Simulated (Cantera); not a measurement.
**Equilibrium for carbothermic reduction: Cu2O + CO**

Charge: 1 mol Cu2O, 5.8 mol CO.

Cantera equilibrium calculation (NASA polynomials, part measured and part estimated; ideal gas, pure solids and liquids). Candidate condensed phases: C, Cu, CuO, Cu2O; 15 gas species. The numbers say what is thermodynamically allowed, not how fast it happens.

Stable condensed phases:

```
T in °C \ P in Pa
              10      42     180     750    3200   13000   56000  240000 1000000
   2327        A       A       A       A       A       A       A       B       B
   2227        A       A       A       A       A       A       A       B       B
   2127        A       A       A       A       A       A       B       B       B
   2027        A       A       A       A       A       A       B       B       B
   1927        A       A       A       A       A       B       B       B       B
   1827        A       A       A       A       A       B       B       B       B
   1727        A       A       A       A       B       B       B       B       B
   1627        A       A       A       B       B       B       B       B       B
   1527        A       A       A       B       B       B       B       B       B
```

A: gas only; B: Cu.
